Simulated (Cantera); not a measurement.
Feed: 1 mol CH₃Cl, 0.0069 mol Si, equilibrated at 2773 K and 220 Pa.

Method: chemical equilibrium by Gibbs-energy minimisation in Cantera with the NASA 1993 tables (ideal gas, pure condensed phases). Candidate condensed phases: C, C₆H₆, C₇H₈, C₈H₁₈, Si, SiC; 109 gas species. The tables' values for SiCl are old estimates; treat these amounts as uncertain. Kinetics and transport are ignored.

Base state: H 0.558, Cl 0.224, H₂ 0.124, HCl 0.0720, C₃ 0.0103, C₂H₂ (acetylene) 0.00378, C 0.00222, C₂H 0.00205 (mole fractions); condensed: C(graphite).

**Question.** What changes in the equilibrium state with this change: CH₃Cl replaced by CCl₄?

**Answer.** 
```csv
species,before,after
Cl,0.224,0.985
C₃,0.0103,0.0103
C,0.00222,0.00222
H,0.558,0
H₂,0.124,0
HCl,0.0720,0
Si,0.00132,0.00101
C₂H₂ (acetylene),0.00378,0
C₂H,0.00205,0
C₄H₂,4.79e-5,0
C₂HCl,3.74e-5,0
CH,2.47e-5,0
"C(graphite), mol",0.835,0.851
```
The tables' values for SiCl, CCl are old estimates; treat these amounts as uncertain.
